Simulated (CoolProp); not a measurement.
Sulfur dioxide along the isobar 4110 kPa: Z from the reference equation and from simpler models built on Tc = 430.6 K, pc = 7887 kPa, ω = 0.256; each cubic takes its own stable root.

Model: reference Helmholtz-energy equation of state, Gao 2016, in CoolProp.

```
T (K)  phase  reference
-----  -----  ---------
406.5    gas     0.7185
414.4    gas     0.7454
422.3    gas     0.7679
430.2    gas     0.7872
438.1    gas     0.8041
446      gas     0.8190
453.9    gas     0.8322
461.8    gas     0.8441
469.7    gas     0.8548
477.6    gas     0.8645
485.5    gas     0.8734
493.4    gas     0.8816
501.3    gas     0.8890
509.2    gas     0.8959
517.1    gas     0.9023
525      gas     0.9082
```

Problem. How far does each simpler model (Pitzer virial, Redlich-Kwong) lie from the reference over these 16 states: mean and median of the absolute difference, and the worst?

Solution. 
- Pitzer virial: mean 2.5 %, median 1.5 %, worst +8.4 % at 406.5 K and 4110 kPa
- Redlich-Kwong: mean 1.0 %, median 0.9 %, worst +3.5 % at 406.5 K and 4110 kPa
